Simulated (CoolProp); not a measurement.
Vapour-liquid equilibrium of R227EA (1) + isobutane (2) at 12 bar; x and y are mole fractions of (1).

Model: multi-fluid Helmholtz-energy mixture model, Lemmon 2016 and Bücker 2006; pair parameters Bell 2016, in CoolProp.

**Question.** Give the bubble temperature and the first vapour's composition at x = 0.35, 0.45, 0.75. Is there an azeotrope?

**Answer.** x = 0.35: 329.2 K, y = 0.461; x = 0.45: 327.9 K, y = 0.519; x = 0.75: 327.9 K, y = 0.706. y crosses x between x = 0.55 and 0.65: the model has an azeotrope there.

Pair parameters are fitted to limited data, so mixtures are less certain than the pure fluids.
